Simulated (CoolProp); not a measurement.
Model: reference Helmholtz-energy equation of state, Zhou 2016, in CoolProp.

Question: Give the vapour pressure (kPa), liquid density (kg/m³), liquid cp (kJ/(kg K)) of saturated R245ca at 91.35, 103.95, 108.15 °C.

Answer: 
```
T (°C)  p (kPa)  liquid density (kg/m³)  liquid cp (kJ/(kg K))
------  -------  ----------------------  ---------------------
91.35       759                    1200                   1.53
103.95     1020                    1160                   1.57
108.15     1120                    1140                   1.59
```
